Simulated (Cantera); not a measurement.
**SiH₂Cl₂ + N₂O + N₂ (silicon oxide and oxynitride deposition)**

Feed: 1 mol SiH₂Cl₂, 1.1 mol N₂O, 1.2 mol N₂, equilibrated at 27.0 mbar.

Equilibrium computed with Cantera from the NASA thermochemical tables; the gas is ideal and each condensed phase is pure. Candidate condensed phases: H₂O, NH₄Cl, Si, SiO₂, Si₂N₂O, Si₃N₄; 47 gas species. Mutual solubility and eutectic melting of coexisting phases are not modelled. The tables' values for SiCl₃, SiCl are old estimates; treat these amounts as uncertain. The tables hold silica as quartz up to 1696 K and as liquid above; real silica turns to tridymite and cristobalite and melts near 1996 K. Kinetics and transport are ignored.

From 625 K to 825 K the condensed part is SiO₂(α-quartz) + Si₂N₂O(s). From 925 K to 1625 K the condensed part is SiO₂(β-quartz) + Si₂N₂O(s). At 1725 K the condensed part is SiO₂(condensed) + Si₂N₂O(s). From 1825 K to 1925 K the condensed part is SiO₂(condensed). The main Si-bearing gas is SiCl₄ at 625 K and SiO at 1925 K. The share of Si in condensed phases is highest at 625 K (98.4 %) and lowest at 1925 K (16.6 %).

| T (K) | x N₂ | x HCl | x SiO | x H₂ | x SiCl₂ | x SiCl₄ | x Cl | n SiO₂(α-quartz) | n Si₂N₂O(s) | n SiO₂(β-quartz) | n SiO₂(condensed) |
|---|---|---|---|---|---|---|---|---|---|---|---|
| 625 | 0.503 | 0.485 | <1e-12 | 0.00804 | <1e-12 | 0.00402 | <1e-12 | 0.405 | 0.289 | 0 | 0 |
| 725 | 0.505 | 0.478 | <1e-12 | 0.0113 | <1e-12 | 0.00563 | 2.81e-12 | 0.407 | 0.285 | 0 | 0 |
| 825 | 0.506 | 0.472 | <1e-12 | 0.0146 | 3.05e-12 | 0.00730 | 1.92e-10 | 0.410 | 0.281 | 0 | 0 |
| 925 | 0.507 | 0.466 | <1e-12 | 0.0179 | 5.39e-10 | 0.00896 | 5.31e-9 | 0 | 0.276 | 0.412 | 0 |
| 1025 | 0.509 | 0.459 | 2.34e-12 | 0.0211 | 3.42e-8 | 0.0106 | 7.72e-8 | 0 | 0.272 | 0.414 | 0 |
| 1125 | 0.510 | 0.454 | 4.72e-10 | 0.0242 | 1.02e-6 | 0.0121 | 7.00e-7 | 0 | 0.268 | 0.416 | 0 |
| 1225 | 0.511 | 0.448 | 3.94e-8 | 0.0271 | 1.73e-5 | 0.0134 | 4.44e-6 | 0 | 0.264 | 0.418 | 0 |
| 1325 | 0.513 | 0.442 | 1.67e-6 | 0.0301 | 0.000188 | 0.0144 | 2.13e-5 | 0 | 0.259 | 0.420 | 0 |
| 1425 | 0.514 | 0.435 | 4.12e-5 | 0.0335 | 0.00140 | 0.0143 | 8.06e-5 | 0 | 0.252 | 0.424 | 0 |
| 1525 | 0.515 | 0.420 | 0.000662 | 0.0391 | 0.00720 | 0.0118 | 0.000246 | 0 | 0.234 | 0.432 | 0 |
| 1625 | 0.516 | 0.387 | 0.00749 | 0.0499 | 0.0243 | 0.00646 | 0.000586 | 0 | 0.183 | 0.443 | 0 |
| 1725 | 0.501 | 0.309 | 0.0639 | 0.0653 | 0.0504 | 0.00189 | 0.00106 | 0 | 0.0228 | 0 | 0.393 |
| 1825 | 0.472 | 0.335 | 0.118 | 0.0376 | 0.0290 | 0.000738 | 0.00353 | 0 | 0 | 0 | 0.263 |
| 1925 | 0.452 | 0.353 | 0.151 | 0.0191 | 0.0113 | 0.000237 | 0.0112 | 0 | 0 | 0 | 0.166 |
x: gas mole fraction; n: condensed amount in mol.
